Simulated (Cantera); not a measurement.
Input: 1 mol SiH2Cl2, 0.26 mol NH3, 26 mol H2, held at 1748.15 K and 13.3 mbar.

Cantera equilibrium calculation (NASA polynomials, part measured and part estimated; ideal gas, pure solids and liquids). Candidate condensed phases: NH4Cl, Si, Si3N4; 28 gas species. The tables' values for SiCl, SiCl3 are old estimates; treat these amounts as uncertain. Gases not in the tables: Si2H6 and higher silanes. Rates play no part.

Base state: H2 0.933, HCl 0.0511, SiCl2 0.00933, N2 0.00455, H 0.00191, Si 0.000109, Cl 8.09e-5, SiCl 7.94e-5 (mole fractions); condensed: Si(l).

Task: What changes in the equilibrium state with this change: SiH2Cl2 replaced by Si2Cl6?

Result: 
```csv
species,before,after
H2,0.933,0.838
HCl,0.0511,0.108
SiCl2,0.00933,0.0466
SiCl3,3.64e-5,0.000406
SiHCl3,1.02e-6,1.08e-5
Cl,8.09e-5,0.000181
"Si(l), mol",0.726,0.601
```
The feed counts by its element totals alone. The tables' values for SiCl3, SiCl are old estimates; treat these amounts as uncertain.
